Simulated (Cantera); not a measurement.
An isothermal, constant-pressure homogeneous reactor starts with 1.33 % CH4, 98.7 % N2, at 1450 K and 1.00 bar.

Detailed kinetics in Cantera: GRI-Mech 3.0 (53 species, 325 reactions). GRI-Mech 3.0 stops at C3 and has no aromatics, soot or wall deposition, so with more carbon than oxygen in the feed, carbon stays in small species such as C2H2 where larger ones or solid carbon would form.

x: mole fraction; the columns are a selection and need not sum to one.

| t (s) | x CH4 | x H | x C2H2 | x CH2 | x CH3 |
|---|---|---|---|---|---|
| 0.000200 | 0.0133 | 5.52e-9 | <1e-12 | <1e-12 | 4.88e-7 |
| 0.000419 | 0.0133 | 5.54e-9 | <1e-12 | 3.54e-12 | 1.02e-6 |
| 0.000878 | 0.0133 | 5.63e-9 | 3.90e-12 | 1.39e-11 | 2.11e-6 |
| 0.00184 | 0.0133 | 6.00e-9 | 7.61e-11 | 5.11e-11 | 4.14e-6 |
| 0.00385 | 0.0133 | 6.98e-9 | 1.33e-9 | 1.46e-10 | 7.07e-6 |
| 0.00808 | 0.0133 | 8.97e-9 | 1.83e-8 | 3.09e-10 | 1.04e-5 |
| 0.0169 | 0.0133 | 1.37e-8 | 2.10e-7 | 6.20e-10 | 1.48e-5 |
| 0.0355 | 0.0132 | 2.64e-8 | 2.28e-6 | 1.20e-9 | 2.08e-5 |
| 0.0743 | 0.0130 | 6.19e-8 | 2.26e-5 | 1.95e-9 | 2.65e-5 |
| 0.156 | 0.0124 | 1.40e-7 | 0.000161 | 2.10e-9 | 2.68e-5 |
| 0.326 | 0.0115 | 2.46e-7 | 0.000619 | 1.51e-9 | 2.17e-5 |
| 0.683 | [?] | [?] | [?] | [?] | [?] |
| 1.43 | 0.00848 | 5.36e-7 | 0.00230 | 7.12e-10 | 1.27e-5 |
| 3.00 | [?] | [?] | [?] | 4.70e-10 | [?] |

Complete the blanks.


- 0.683, x CH4: 0.0102
- 0.683, x H: 3.78e-7
- 0.683, x C2H2: 0.00137
- 0.683, x CH2: 1.04e-9
- 0.683, x CH3: 1.69e-5
- 3.00, x CH4: 0.00635
- 3.00, x H: 7.20e-7
- 3.00, x C2H2: 0.00339
- 3.00, x CH3: 8.86e-6
